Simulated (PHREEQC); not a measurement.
## Spent oxide etchant: speciation

A solution holds 3.9 mmol/kgw NH4HF2, 71 mmol/kgw (NH4)2SiF6, 0.039 mmol/kgw HBF4 and 42 mmol/kgw H2SO4, at 35 °C. Closed to the air; pH follows from the charge balance.

Model: ion-association model, phreeqc.dat, run in PHREEQC.

No solid was allowed to form.

Problem. Estimate the pH, ionic strength.

Solution. pH 1.36; ionic strength 0.280 mol/kgw.

Problem. In which forms is B present?

Solution. BF4- 88 %, H3BO3 7.8 %, BF3OH- 3.3 %, BF2(OH)2- 0.5 % of the B.

The solution is supersaturated, for example in Quartz (slow to form), Chalcedony (slow to form), so a real one may precipitate; this is no full list. SiF6-2 is the database's only silicon fluoride. Real BF4- forms and hydrolyses slowly; the run takes it at equilibrium.
